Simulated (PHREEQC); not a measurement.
0.13 g of hydrous ferric oxide (600 m²/g; 0.2 weak and 0.005 strong sites per Fe, Dzombak-Morel constants, diffuse double layer) in 1 kg of water with 0.3 mol/kgw of an inert sodium salt and 1.1e-05 mol Ag2SO4 and 2e-06 mol H3BO3, at 25 °C; the pH is set by adding NaOH or the inert anion's acid. Oxygen alone is held at its pressure in air (log pO2 = -0.68). CO2 from the air is kept out. No solid was allowed to form.

The numbers come from PHREEQC with the ion-association model, wateq4f.dat.

```tsv
pH	S sorbed (%)	Ag sorbed (%)	B sorbed (%)	surface charge σ (C/m²)	surface potential ψ (mV)
3	69.4	0.0	0.0	0.349	123
3.67	68.5	0.0	0.0	0.342	122
4.33	63.3	0.0	0.0	0.316	118
5	48.0	0.3	0.0	0.260	108
5.67	23.3	2.0	0.1	0.187	92
6.33	6.2	9.1	0.1	0.120	71
7	1.0	21.6	0.1	0.066	46
7.67	0.1	31.9	0.1	0.024	19
8.33	0.0	42.2	0.1	-0.012	-9
9	0.0	62.1	0.1	-0.051	-37
9.67	0.0	83.8	0.0	-0.099	-62
10.33	0.0	94.4	0.0	-0.160	-85
11	0.0	97.8	0.0	-0.233	-103
```

The oxide is taken as insoluble; below pH 4 it would dissolve.
